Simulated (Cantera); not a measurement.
Feed: 1 mol FeCl2, 6.1 mol H2O, 0.55 mol H2, at 950 °C and 0.630 Pa.

Equilibrium computed with Cantera from the NASA thermochemical tables; the gas is ideal and each condensed phase is pure. Candidate condensed phases: Fe, FeCl2, FeCl3, FeO, Fe(OH)2, Fe(OH)3, Fe2O3, Fe3O4, H2O; 22 gas species. The tables' stoichiometric FeO is somewhat more stable than real wüstite, so its field is too wide. FeO: taken at fixed stoichiometry. Rates play no part.

Base state: H2O 0.677, HCl 0.241, H2 0.0719, FeCl2 0.00999, Cl 9.31e-5, H 3.22e-5 (mole fractions); condensed: FeO(s).

Problem. What changes in the equilibrium state with this change: temperature from 950 °C to 500 °C?

Solution. 
```tsv
species	before	after
H2O	0.677	0.623
HCl	0.241	0.261
H2	0.0719	0.115
FeCl2	0.00999	0.000289
Cl	9.31e-5	<1e-9
H	3.22e-5	<1e-9
FeO(s), mol	0.924	0
Fe3O4(s), mol	0	0.333
```
Condensed phases not in the tables: FeOCl.
